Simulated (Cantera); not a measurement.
A closed system holds: 1 mol CCl₄, 0.032 mol HCl, 0.96 mol H₂, equilibrated at 350 °C and 35.0 mbar.

These are equilibrium values from Cantera (NASA tables, ideal gas, pure condensed phases), not measurements of a reactor. Gases not in the tables: chlorinated aromatics. The numbers say what is thermodynamically allowed, not how fast it happens.

```
species            before    after
----------------  -------  -------
HCl                 0.664    0.532
Cl                1.47e-7    0.368
Cl₂                 0.317   0.0993
CCl₄               0.0184  2.90e-8
C(graphite), mol    0.946    1.000
```
Gas species are given as mole fractions.

Name the change that produced these shifts.
A) temperature from 350 °C to 1452 °C
B) H₂ from 0.96 to 0.58 mol
C) pressure from 35.0 mbar to 0.240 bar
D) temperature from 350 °C to 2200 °C

A, temperature from 350 °C to 1452 °C
